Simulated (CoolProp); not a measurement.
Vapour-liquid equilibrium of n-decane (1) + n-dodecane (2) at 33.25 °C; x and y are mole fractions of (1).

Model: multi-fluid Helmholtz-energy mixture model, Lemmon 2006 and Lemmon 2004; pair parameters Bell 2016, in CoolProp.

```json
[
 {"x": "0.05", "bubble pressure, mixture model (bar)": "0.0004878", "bubble pressure, Raoult's law (bar)": "0.0004888", "y, mixture model": "0.324", "y, Raoult's law": "0.325"},
 {"x": "0.125", "bubble pressure, mixture model (bar)": "0.0007038", "bubble pressure, Raoult's law (bar)": "0.0007008", "y, mixture model": "0.569", "y, Raoult's law": "0.566"},
 {"x": "0.2", "bubble pressure, mixture model (bar)": "0.0009235", "bubble pressure, Raoult's law (bar)": "0.0009129", "y, mixture model": "0.700", "y, Raoult's law": "0.696"},
 {"x": "0.275", "bubble pressure, mixture model (bar)": "0.001144", "bubble pressure, Raoult's law (bar)": "0.001125", "y, mixture model": "0.781", "y, Raoult's law": "0.776"},
 {"x": "0.35", "bubble pressure, mixture model (bar)": "0.001364", "bubble pressure, Raoult's law (bar)": "0.001337", "y, mixture model": "0.835", "y, Raoult's law": "0.831"},
 {"x": "0.425", "bubble pressure, mixture model (bar)": "0.001582", "bubble pressure, Raoult's law (bar)": "0.001549", "y, mixture model": "0.874", "y, Raoult's law": "0.871"},
 {"x": "0.5", "bubble pressure, mixture model (bar)": "0.001797", "bubble pressure, Raoult's law (bar)": "0.001761", "y, mixture model": "0.904", "y, Raoult's law": "0.901"},
 {"x": "0.575", "bubble pressure, mixture model (bar)": "0.002008", "bubble pressure, Raoult's law (bar)": "0.001973", "y, mixture model": "0.926", "y, Raoult's law": "0.925"},
 {"x": "0.65", "bubble pressure, mixture model (bar)": "0.002216", "bubble pressure, Raoult's law (bar)": "0.002185", "y, mixture model": "0.945", "y, Raoult's law": "0.944"},
 {"x": "0.725", "bubble pressure, mixture model (bar)": "0.002422", "bubble pressure, Raoult's law (bar)": "0.002397", "y, mixture model": "0.960", "y, Raoult's law": "0.960"},
 {"x": "0.8", "bubble pressure, mixture model (bar)": "0.002626", "bubble pressure, Raoult's law (bar)": "0.002609", "y, mixture model": "0.973", "y, Raoult's law": "0.973"},
 {"x": "0.875", "bubble pressure, mixture model (bar)": "0.002830", "bubble pressure, Raoult's law (bar)": "0.002821", "y, mixture model": "0.984", "y, Raoult's law": "0.985"},
 {"x": "0.95", "bubble pressure, mixture model (bar)": "0.003036", "bubble pressure, Raoult's law (bar)": "0.003033", "y, mixture model": "0.994", "y, Raoult's law": "0.994"}
]
```

The largest gap from Raoult's law is +2.1 % in bubble pressure, at x = 0.425. No azeotrope shows between x = 0.05 and 0.95.

The pair parameters rest on a limited set of measurements; away from them the model extrapolates.
